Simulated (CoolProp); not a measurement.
A simple Rankine cycle with methanol: condensing at 293.15 K, boiler at 1.34 MPa, turbine inlet 571.4 K, turbine efficiency 0.6, pump efficiency 0.8, no recuperator. Each further row changes one setting.

Values from CoolProp's reference Helmholtz-energy equation of state, de Reuck 1993.

```tsv
case	thermal efficiency (%)	net work (kJ/kg)	heat in (kJ/kg)	turbine exit temperature (K)	volume ratio over the turbine
as stated	17.7	?	1650	401.4	74.8
turbine inlet 591.4 K	18.0	305	1690	420.4	75.4
condensing temperature 285.15 K	18.7	311	1670	389.3	113
boiler pressure 0.938 MPa	?	278	1650	?	53.3
turbine efficiency 0.5	14.7	243	1650	430.9	?
```

Task: Complete the blanks.

Result: 
- as stated, net work (kJ/kg): 292
- boiler pressure 0.938 MPa, thermal efficiency (%): 16.8
- boiler pressure 0.938 MPa, turbine exit temperature (K): 413.5
- turbine efficiency 0.5, volume ratio over the turbine: 80.3
